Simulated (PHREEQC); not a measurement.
Model water analysis in mmol/kgw, 25 °C, pH 2.92, pe 10: Na 113; K 14.7; Ca 18.6; Mg 5.08; Cl 19.3; S(6) 50.4; Cd 0.864.

Valence states are taken as typed.

Computed with PHREEQC (ion-association model, phreeqc.dat).

Problem. The ionic strength comes out as 0.170 mol/kgw. What activity coefficients do KSO4-, SO4-2, CaHSO4+, Cd+2, Na+ get?

Solution. KSO4- 0.76, SO4-2 0.31, CaHSO4+ 0.75, Cd+2 0.32, Na+ 0.76.

This is a speciation only: nothing precipitates in the calculation. Saturation is exceeded, for instance for Gypsum; the values hold only as long as no solid forms. Species that the database lacks are ignored.
